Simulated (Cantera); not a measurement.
A Cantera script and its output.

```python
import numpy as np
import cantera as ct

gas = ct.Solution("gri30.yaml")
gas.TPX = 650, 500000, {'CO': 1, 'H2': 1.2, 'O2': 1.21, 'N2': 5.92, 'H2O': 0.23}
flame = ct.FreeFlame(gas, width=0.013)
flame.set_refine_criteria(ratio=3, slope=0.08, curve=0.16)
flame.transport_model = "mixture-averaged"
flame.solve(loglevel=0, auto=True)
flame.transport_model = "multicomponent"
flame.soret_enabled = False
flame.solve(loglevel=0, refine_grid=True)
z, T = flame.grid, flame.T
thick = (T[-1] - T[0]) / np.gradient(T, z).max()
show = ['CO', 'H2', 'O2', 'HO2', 'OH', 'N2O']
print(f"laminar burning velocity  {flame.velocity[0] * 100:.3f} cm/s")
print(f"burnt temperature         {T[-1]:.1f} K")
print(f"thermal thickness         {thick * 1e3:.4f} mm")
print(f"grid points               {len(z)}")
z0 = z[flame.heat_release_rate.argmax()]
print(f"{'z/mm':>9s}{'T/K':>9s}{'u/(m/s)':>9s}" + "".join(f"{s:>11s}" for s in show))
rows = []
for k in (-3, -2, -1.5, -1, -0.5, -0.25, 0, 0.25, 0.5, 1, 2, 4, 8):
    zz = z0 + k * thick
    rows.append([k * thick, np.interp(zz, z, T), np.interp(zz, z, flame.velocity),
                 *(np.interp(zz, z, flame.X[gas.species_index(s)]) for s in show)])
    print(f"{rows[-1][0] * 1e3:9.3f}{rows[-1][1]:9.1f}{rows[-1][2]:9.3f}" + "".join(f"{x:11.3e}" for x in rows[-1][3:]))
```

It prints:

```
laminar burning velocity  210.388 cm/s
burnt temperature         2310.7 K
thermal thickness         0.0911 mm
grid points               106
     z/mm      T/K  u/(m/s)         CO         H2         O2        HO2         OH        N2O
   -0.273    650.0    2.103  1.046e-01  1.253e-01  1.266e-01  3.105e-09  1.385e-14  2.549e-15
   -0.182    650.1    2.102  1.047e-01  1.244e-01  1.267e-01  9.163e-08  8.788e-13  1.174e-13
   -0.137    650.4    2.099  1.050e-01  1.225e-01  1.270e-01  7.103e-07  1.702e-11  1.185e-12
   -0.091    653.5    2.095  1.056e-01  1.163e-01  1.278e-01  9.241e-06  8.466e-10  2.271e-11
   -0.046    719.8    2.257  1.070e-01  9.241e-02  1.282e-01  3.151e-04  6.509e-06  1.826e-09
   -0.023    979.2    3.013  1.029e-01  6.393e-02  1.165e-01  5.423e-04  3.866e-04  2.533e-08
    0.000   1376.8    4.176  8.830e-02  3.163e-02  8.608e-02  2.442e-04  2.110e-03  1.688e-07
    0.023   1652.4    4.959  6.863e-02  1.373e-02  5.831e-02  1.127e-04  5.058e-03  4.194e-07
    0.046   1809.6    5.381  5.250e-02  8.981e-03  4.484e-02  6.416e-05  6.937e-03  5.762e-07
    0.091   1973.2    5.800  3.459e-02  7.354e-03  3.441e-02  3.241e-05  7.910e-03  6.669e-07
    0.182   2109.5    6.143  2.224e-02  5.639e-03  2.748e-02  1.553e-05  7.384e-03  7.114e-07
    0.364   2202.6    6.373  1.477e-02  3.709e-03  2.309e-02  7.641e-06  6.045e-03  7.342e-07
    0.729   2262.6    6.518  9.479e-03  2.321e-03  2.015e-02  4.222e-06  4.761e-03  6.707e-07
```

Computed with Cantera and GRI-Mech 3.0 (53 species, 325 reactions). The hydrogen kinetics of GRI-Mech 3.0 are dated; newer H2 mechanisms differ, most at raised pressure. Burning velocities carry a grid error of a few per cent, more on coarse grids.
